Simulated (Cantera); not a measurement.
N2O furnace oxynitridation

An isothermal, constant-pressure homogeneous reactor starts with N2O : N2 : H2O = 1 : 5.5 : 0.0065 (molar parts), at 1175 K and 2670 Pa.

Model: GRI-Mech 3.0 (53 species, 325 reactions), integrated in Cantera. GRI-Mech 3.0 was tuned for natural gas; its chemistry of N2O as a main component is partial and can be far from experiment. Radical loss at walls, strong at low pressure, is not modelled. The mechanism lacks the step 2 NO + O2 → 2 NO2, which can matter for NO2 below about 1400 K. The temperature is held fixed by assumption; the heat of reaction is taken as removed at once.

```csv
t (s),x N2O,x NO,x O,x NO2,x N2
2.00e-5,0.154,1.88e-11,1.55e-8,<1e-12,0.845
5.97e-5,0.154,1.66e-10,4.59e-8,<1e-12,0.845
0.000178,0.154,1.45e-9,1.32e-7,<1e-12,0.845
0.000533,0.154,1.20e-8,3.53e-7,<1e-12,0.845
0.00159,0.154,8.74e-8,7.83e-7,<1e-12,0.845
0.00476,0.154,4.82e-7,1.17e-6,<1e-12,0.845
0.0142,0.154,1.87e-6,1.23e-6,3.53e-11,0.845
0.0424,0.154,6.03e-6,1.23e-6,2.73e-9,0.845
0.127,0.153,1.83e-5,1.22e-6,1.25e-7,0.845
0.379,0.153,5.35e-5,1.21e-6,1.72e-6,0.846
1.13,0.152,0.000156,1.20e-6,7.40e-6,0.846
3.38,0.148,0.000463,1.19e-6,1.41e-5,0.848
10.1,0.138,0.00134,1.18e-6,1.64e-5,0.853
30.1,0.111,0.00359,1.17e-6,1.47e-5,0.866
90.0,0.0590,0.00791,1.15e-6,9.88e-6,0.892
```
x: mole fraction; the columns are a selection and need not sum to one.

Equilibrium at this temperature and pressure: N2O 1.29e-9, NO 0.000102, O 2.40e-8, NO2 1.85e-7, N2 0.928 (gas phase only).
